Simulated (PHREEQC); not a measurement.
Dissolve 0.0099 mol H3AsO4, 0.44 mol H3PO4 and 0.052 mol CaCl2 per kg of water at 45 °C. Closed to the air; pH follows from the charge balance.

Equilibrium calculation in PHREEQC: ion-association model, wateq4f.dat.

```json
[
 {"quantity": "pH", "before": "1.25", "after": "1.23"},
 {"quantity": "ionic strength (mol/kgw)", "before": "0.188", "after": "0.257"},
 {"quantity": "H3PO4 (mol/kgw)", "before": "0.370", "after": "0.365"},
 {"quantity": "CaH2PO4+ (mol/kgw)", "before": "0.0191", "after": "0.0265"},
 {"quantity": "SI of Portlandite (Ca(OH)2)", "before": "-20.86", "after": "-20.76"},
 {"quantity": "SI of Hydroxyapatite (Ca5(PO4)3OH)", "before": "-21.85", "after": "-21.33"}
]
```

### Question
Which change was made?
A. CaCl2 from 0.052 to 0.078 mol/kgw
B. H3PO4 from 0.44 to 0.088 mol/kgw
C. 0.53 mol/kgw KOH added
D. diluted 2-fold with water

### Answer
A, CaCl2 from 0.052 to 0.078 mol/kgw

No solid was allowed to form. H3PO4, which wateq4f.dat lacks, is added to it with the constant of phreeqc.dat. Away from 25 °C the constants follow the database's enthalpies or fits; those with neither stay at their 25 °C values. The database has no arsenate complexes of Ca.
